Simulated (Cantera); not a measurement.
An adiabatic, constant-pressure homogeneous reactor starts with CH₃OH : O₂ : N₂ = 1 : 0.833 : 3.13 (molar parts), equivalence ratio 1.8, at 1350 K and 1.00 bar. Integrator tolerance rtol = 1e-08.

Cantera simulation using GRI-Mech 3.0 (53 species, 325 reactions); the numbers are that mechanism's predictions, not measurements. GRI-Mech 3.0 was tuned for natural gas; its chemistry of methanol as a main component is partial and can be far from experiment.

### Question
What does this change do: initial temperature 1350 to 1250 K?

### Answer
| quantity | before | after |
|---|---|---|
| time of steepest temperature rise | 0.962 ms | 3.81 ms |
| temperature at 0.700 s | 2545 K | 2481 K |
| equilibrium temperature | 2545 K | 2481 K |
| x(CH₃OH) at 0.700 s | <1e-12 (gas-phase equilibrium <1e-12) | <1e-12 (gas-phase equilibrium <1e-12) |
| x(O₂) at 0.700 s | 0.000287 (gas-phase equilibrium 0.000287) | 0.000155 (gas-phase equilibrium 0.000155) |
| x(H₂O₂) at 0.700 s | 2.89e-8 (gas-phase equilibrium 2.89e-8) | 1.87e-8 (gas-phase equilibrium 1.87e-8) |
| x(H₂) at 0.700 s | 0.0963 (gas-phase equilibrium 0.0963) | 0.0972 (gas-phase equilibrium 0.0972) |
| x(H₂O) at 0.700 s | 0.220 (gas-phase equilibrium 0.220) | 0.222 (gas-phase equilibrium 0.222) |
